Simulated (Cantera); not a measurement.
**Catalytic combustion on Pt**

An isothermal plug-flow reactor at 850 K and 5.00 bar (inlet), inlet velocity 2.1 m/s, active area per volume 1700 1/m; feed 0.198 % CO, 2.22 % O₂, 97.6 % N₂, equivalence ratio 0.044.

Cantera simulation using Deutschmann's 1995 Pt surface mechanism with GRI-Mech 3.0 gas chemistry; the numbers are that mechanism's predictions, not measurements. Catalytic surfaces can have several steady states; this one follows from the mechanism file's or the stated starting coverage. Mass transfer to the wall is taken as infinitely fast.

```json
[
 {"z (m)": "0.00024", "x CO": "0.000635", "x O₂": "0.0216", "x H₂O": "<1e-12", "x CO₂": "0.00134", "θ free Pt": "0.0833", "θ O*": "0.916", "θ CO*": "0.00116"},
 {"z (m)": "0.00043", "x CO": "0.000464", "x O₂": "0.0215", "x H₂O": "<1e-12", "x CO₂": "0.00151", "θ free Pt": "0.0758", "θ O*": "0.923", "θ CO*": "0.000698"},
 {"z (m)": "0.00076", "x CO": "0.000293", "x O₂": "0.0214", "x H₂O": "<1e-12", "x CO₂": "0.00169", "θ free Pt": "0.0703", "θ O*": "0.929", "θ CO*": "0.000376"},
 {"z (m)": "0.0014", "x CO": "0.000134", "x O₂": "0.0213", "x H₂O": "<1e-12", "x CO₂": "0.00184", "θ free Pt": "0.0663", "θ O*": "0.934", "θ CO*": "0.000152"},
 {"z (m)": "0.0024", "x CO": "4.38e-5", "x O₂": "0.0213", "x H₂O": "<1e-12", "x CO₂": "0.00193", "θ free Pt": "0.0643", "θ O*": "0.936", "θ CO*": "4.67e-5"},
 {"z (m)": "0.0043", "x CO": "5.67e-6", "x O₂": "0.0213", "x H₂O": "<1e-12", "x CO₂": "0.00197", "θ free Pt": "0.0635", "θ O*": "0.936", "θ CO*": "5.90e-6"},
 {"z (m)": "0.0076", "x CO": "1.69e-7", "x O₂": "0.0213", "x H₂O": "<1e-12", "x CO₂": "0.00198", "θ free Pt": "0.0634", "θ O*": "0.937", "θ CO*": "1.75e-7"},
 {"z (m)": "0.014", "x CO": "1.87e-10", "x O₂": "0.0213", "x H₂O": "<1e-12", "x CO₂": "0.00198", "θ free Pt": "0.0634", "θ O*": "0.937", "θ CO*": "1.94e-10"},
 {"z (m)": "0.024", "x CO": "<1e-12", "x O₂": "0.0213", "x H₂O": "<1e-12", "x CO₂": "0.00198", "θ free Pt": "0.0634", "θ O*": "0.937", "θ CO*": "<1e-12"}
]
```
x: gas mole fraction; θ: surface coverage.
